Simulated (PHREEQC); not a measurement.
Solution (5 °C): 4.8e-05 mol/kgw Ca(HCO3)2, 0.004 mol/kgw Na2HPO4 and 0.00081 mol/kgw H4SiO4. Closed to the air; pH follows from the charge balance.

Equilibrium calculation in PHREEQC: ion-association model, phreeqc.dat.

```json
[
 {"quantity": "pH", "before": "8.89", "after": "9.15"},
 {"quantity": "ionic strength (mol/kgw)", "before": "0.0119", "after": "0.0120"},
 {"quantity": "H4SiO4 (mol/kgw)", "before": "0.000766", "after": "0.000733"},
 {"quantity": "H3SiO4- (mol/kgw)", "before": "4.41e-5", "after": "7.67e-5"},
 {"quantity": "SI of SiO2(a) (SiO2)", "before": "-0.23", "after": "-0.25"}
]
```

Task: Which change was made?
A) Na2HPO4 from 0.004 to 0.002 mol/kgw
B) Na2HPO4 left out
C) Na2HPO4 from 0.004 to 0.04 mol/kgw
D) Ca(HCO3)2 replaced by Na2CO3 at the same molality
E) H4SiO4 from 0.00081 to 0.000891 mol/kgw

Result: D, Ca(HCO3)2 replaced by Na2CO3 at the same molality

This is a speciation only: nothing precipitates in the calculation. Some of these states are supersaturated (in Hydroxyapatite, Quartz (slow to form), Chalcedony (slow to form), for instance). Constants without temperature data keep their 25 °C values here.
